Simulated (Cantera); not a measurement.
A closed system holds: 1 mol SiH2Cl2, 0.015 mol C3H8, 31 mol H2, held at 6.75 Torr.

Method: chemical equilibrium by Gibbs-energy minimisation in Cantera with the NASA 1993 tables (ideal gas, pure condensed phases). Candidate condensed phases: C, C6H6, C7H8, C8H18, Si, SiC; 109 gas species. Mutual solubility and eutectic melting of coexisting phases are not modelled. The numbers say what is thermodynamically allowed, not how fast it happens.

Q: What share of the Si ends up in condensed phases as a function of T (°C), at 825, 875, 925, 975, 1025, 1075, 1125, 1175, 1225?

A: 
```json
[
 {"T (°C)": "825", "Si condensed (%)": "72.7", "as": "Si(s) + SiC(s)"},
 {"T (°C)": "875", "Si condensed (%)": "76.1", "as": "Si(s) + SiC(s)"},
 {"T (°C)": "925", "Si condensed (%)": "77.8", "as": "Si(s) + SiC(s)"},
 {"T (°C)": "975", "Si condensed (%)": "78.3", "as": "Si(s) + SiC(s)"},
 {"T (°C)": "1025", "Si condensed (%)": "78.1", "as": "Si(s) + SiC(s)"},
 {"T (°C)": "1075", "Si condensed (%)": "77.7", "as": "Si(s) + SiC(s)"},
 {"T (°C)": "1125", "Si condensed (%)": "77.1", "as": "Si(s) + SiC(s)"},
 {"T (°C)": "1175", "Si condensed (%)": "76.6", "as": "Si(s) + SiC(s)"},
 {"T (°C)": "1225", "Si condensed (%)": "76.1", "as": "Si(s) + SiC(s)"}
]
```
